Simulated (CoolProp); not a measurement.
Properties of isobutane along the isobar 21.5 bar (Tc = 134.7 °C, pc = 36.29 bar, ω = 0.184).

Values from CoolProp's reference Helmholtz-energy equation of state, Bücker 2006.

| T (°C) | phase | Z | cv (kJ/(kg K)) | Joule-Thomson coefficient (K/MPa) |
|---|---|---|---|---|
| -56.85 | liquid | 0.1080 | 1.408 | -0.5114 |
| -49.75 | liquid | 0.1058 | 1.428 | -0.4962 |
| -42.65 | liquid | 0.1037 | 1.448 | -0.4802 |
| -35.55 | liquid | 0.1018 | 1.470 | -0.4632 |
| -28.55 | liquid | 0.1000 | 1.492 | -0.4454 |
| -21.45 | liquid | 0.09838 | 1.515 | -0.4261 |
| -14.35 | liquid | 0.09689 | 1.539 | -0.4056 |
| -7.25 | liquid | 0.09554 | 1.563 | -0.3835 |
| -0.15 | liquid | 0.09431 | 1.589 | -0.3596 |
